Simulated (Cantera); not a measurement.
# Stirred combustor or abatement burner

A perfectly stirred reactor is fed with CO : H2 : O2 : N2 = 1 : 0.36 : 1.15 : 4.33 (molar parts), at 400000 Pa; it is adiabatic with a 425 K inlet, and is followed from long to short residence time, starting on the burning branch (τ in s: 0.41, 0.17, 0.074, 0.032, 0.014, 0.0058, 0.0025, 0.0011, 0.00045, 0.00019, 8.2e-05, 3.5e-05).

Computed with Cantera and GRI-Mech 3.0 (53 species, 325 reactions). The hydrogen kinetics of GRI-Mech 3.0 are dated; newer H2 mechanisms differ, most at raised pressure.

```csv
τ (s),T (K),x CO,x H2,x O2,x NO,x HO2,x H
0.41,2016,0.000533,3.93e-5,0.0757,0.00116,1.56e-6,6.33e-6
0.17,2016,0.000648,4.59e-5,0.0760,0.000604,1.64e-6,7.76e-6
0.074,2014,0.000872,5.89e-5,0.0762,0.000343,1.80e-6,1.09e-5
0.032,2010,0.00131,8.49e-5,0.0764,0.000217,2.15e-6,1.83e-5
0.014,2003,0.00210,0.000132,0.0766,0.000154,2.88e-6,3.50e-5
0.0058,1989,0.00358,0.000221,0.0771,0.000113,4.42e-6,7.60e-5
0.0025,1966,0.00594,0.000364,0.0780,8.41e-5,7.17e-6,0.000163
0.0011,1932,0.00960,0.000583,0.0793,6.01e-5,1.19e-5,0.000338
0.00045,1875,0.0158,0.000941,0.0818,4.11e-5,2.10e-5,0.000711
0.00019,1790,0.0253,0.00144,0.0858,2.92e-5,3.64e-5,0.00134
8.2e-5,1649,0.0425,0.00217,0.0938,1.76e-5,6.53e-5,0.00205
3.5e-5,425,0.146,0.0526,0.168,<1e-12,<1e-12,<1e-12
```
x: mole fraction; the columns are a selection and need not sum to one.
